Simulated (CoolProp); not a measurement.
The numbers come from the reference Helmholtz-energy equation of state, Thol 2016 in CoolProp.

Task: For R1234ze(E), give the phase and the speed of sound (m/s), Joule-Thomson coefficient (K/MPa) at 339.3 K and 15000 kPa; 350.8 K and 15000 kPa; 420 K and 15000 kPa.

Result: 
- 339.3 K and 15000 kPa: liquid; speed of sound 524, Joule-Thomson coefficient -0.0889
- 350.8 K and 15000 kPa: liquid; speed of sound 488, Joule-Thomson coefficient -0.0301
- 420 K and 15000 kPa: supercritical; speed of sound 308, Joule-Thomson coefficient 0.621
